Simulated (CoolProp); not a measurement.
The fluid at 235.23 K and 0.441 MPa flows at 0.5 m/s in a round tube of 100 mm bore and 45 µm roughness, fully developed (64/Re and Nu = 3.66 if laminar; Colebrook and Gnielinski if turbulent). The same conditions are run with several fluids, on thermodynamics alone (safety and materials aside).

Values from CoolProp's reference Helmholtz-energy equation of state of each fluid (ammonia: Gao 2020; R227EA: Lemmon 2016; R143a: Lemmon and Jacobsen 2000; R404A: Lemmon 2003; R22: Kamei 1995). Blends and air are pseudo-pure fits.

| fluid | Reynolds number | Darcy friction factor | pressure drop (Pa/m) | heat-transfer coefficient (W/(m² K)) | mass flow (kg/h) |
|---|---|---|---|---|---|
| ammonia | 126000 | 0.0195 | 16.8 | 2860 | 9720 |
| R227EA | 143000 | … | 38.9 | 711 | 22900 |
| R143a | … | 0.0180 | … | … | 16100 |
| R404A | 218000 | 0.0184 | … | … | … |
| R22 | 253000 | 0.0182 | 31.8 | … | 19800 |

Task: What belongs in the gaps?

Result: 
- R227EA, Darcy friction factor: 0.0192
- R143a, Reynolds number: 285000
- R143a, pressure drop (Pa/m): 25.7
- R143a, heat-transfer coefficient (W/(m² K)): 1090
- R404A, pressure drop (Pa/m): 29.5
- R404A, heat-transfer coefficient (W/(m² K)): 947
- R404A, mass flow (kg/h): 18100
- R22, heat-transfer coefficient (W/(m² K)): 1110

Transport values come from each fluid's own correlations; those of R227EA, R143a, R22 are estimates that may be off by 10 % or more.
